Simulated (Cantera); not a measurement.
An adiabatic, constant-pressure homogeneous reactor starts with H₂ : O₂ : N₂ = 1 : 0.649 : 2.44 (molar parts), equivalence ratio 0.77, at 1500 K and 10.0 bar.

Model: the H2/O2 subset of GRI-Mech 3.0, which has no nitrogen chemistry, integrated in Cantera. The hydrogen kinetics of GRI-Mech 3.0 are dated; newer H2 mechanisms differ, most at raised pressure.

Task: Predict: time of steepest temperature rise; temperature at 0.300 s; equilibrium temperature; x(H₂) at 0.300 s; x(O₂) at 0.300 s; x(H₂O₂) at 0.300 s; x(HO₂) at 0.300 s; x(H₂O) at 0.300 s; x(OH) at 0.300 s.

Result: 
```
Property                                                             Value
---------------------------------  ---------------------------------------
time of steepest temperature rise                                  1.49 µs
temperature at 0.300 s                                              2932 K
equilibrium temperature                                             2932 K
x(H₂) at 0.300 s                     0.0139 (gas-phase equilibrium 0.0139)
x(O₂) at 0.300 s                     0.0394 (gas-phase equilibrium 0.0394)
x(H₂O₂) at 0.300 s                 2.39e-6 (gas-phase equilibrium 2.39e-6)
x(HO₂) at 0.300 s                  2.95e-5 (gas-phase equilibrium 2.95e-5)
x(H₂O) at 0.300 s                      0.244 (gas-phase equilibrium 0.244)
x(OH) at 0.300 s                     0.0264 (gas-phase equilibrium 0.0264)
```
